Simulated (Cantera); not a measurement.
Input: 1 mol Si₃H₈, 0.43 mol Cl₂, 9.5 mol N₂, equilibrated at 902 °C and 73.0 mbar.

Method: chemical equilibrium by Gibbs-energy minimisation in Cantera with the NASA 1993 tables (ideal gas, pure condensed phases). Candidate condensed phases: NH₄Cl, Si, Si₃N₄; 28 gas species. The feed counts by its element totals alone. N₂ is the only nitrogen source here; it is nearly inert below about 1500 K, so the nitride shown seldom forms there in practice. Equilibrium is a limit: real reactors are often held back by kinetics, nucleation or transport.

Base state: N₂ 0.629, H₂ 0.299, HCl 0.0720, SiCl₄ 2.85e-5 (mole fractions); condensed: Si₃N₄(s).

Problem. What changes in the equilibrium state with this change: Cl₂ from 0.43 to 0.14 mol?

Solution. 
| species | before | after |
|---|---|---|
| N₂ | 0.629 | 0.644 |
| H₂ | 0.299 | 0.332 |
| HCl | 0.0720 | 0.0241 |
| SiCl₄ | 2.85e-5 | 2.86e-7 |
| Si₃N₄(s), mol | 1.000 | 1.000 |
